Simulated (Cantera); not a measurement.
An isothermal, constant-pressure homogeneous reactor starts with CH₄ : N₂ = 1 : 100 (molar parts), at 1423 K and 16000 Pa. Integrator tolerance rtol = 1e-08.

Detailed kinetics in Cantera: GRI-Mech 3.0 (53 species, 325 reactions). GRI-Mech 3.0 stops at C3 and has no aromatics, soot or wall deposition, so with more carbon than oxygen in the feed, carbon stays in small species such as C2H2 where larger ones or solid carbon would form.

What does this change do: pressure from 16000 Pa to 1300 Pa?


| quantity | before | after |
|---|---|---|
| x(CH₄) at 1.00 s | 0.00908 (gas-phase equilibrium 1.15e-5) | 0.00988 (gas-phase equilibrium 9.34e-7) |
| x(HCN) at 1.00 s | 3.88e-10 (gas-phase equilibrium 0.00901) | <1e-12 (gas-phase equilibrium 0.00902) |
| x(H₂) at 1.00 s | 0.000962 (gas-phase equilibrium 0.0147) | 1.40e-5 (gas-phase equilibrium 0.0147) |
| x(C₂H₂) at 1.00 s | 0.000182 (gas-phase equilibrium 0.000392) | 1.77e-7 (gas-phase equilibrium 0.000393) |
| x(H) at 1.00 s | 2.09e-7 (gas-phase equilibrium 2.03e-6) | 1.37e-8 (gas-phase equilibrium 7.11e-6) |
| x(CH₂) at 1.00 s | 3.41e-9 (gas-phase equilibrium 3.27e-12) | 8.23e-10 (gas-phase equilibrium 3.27e-12) |
Radical loss at walls, strong at low pressure, is not modelled.

What does this change do: temperature 1423 to 1973 K?


| quantity | before | after |
|---|---|---|
| x(CH₄) at 1.00 s | 0.00908 (gas-phase equilibrium 1.15e-5) | 1.03e-7 (gas-phase equilibrium 7.04e-8) |
| x(HCN) at 1.00 s | 3.88e-10 (gas-phase equilibrium 0.00901) | 0.000154 (gas-phase equilibrium 0.00940) |
| x(H₂) at 1.00 s | 0.000962 (gas-phase equilibrium 0.0147) | 0.0145 (gas-phase equilibrium 0.0145) |
| x(C₂H₂) at 1.00 s | 0.000182 (gas-phase equilibrium 0.000392) | 0.00482 (gas-phase equilibrium 0.000197) |
| x(H) at 1.00 s | 2.09e-7 (gas-phase equilibrium 2.03e-6) | 0.000407 (gas-phase equilibrium 0.000409) |
| x(CH₂) at 1.00 s | 3.41e-9 (gas-phase equilibrium 3.27e-12) | 2.05e-9 (gas-phase equilibrium 1.41e-9) |
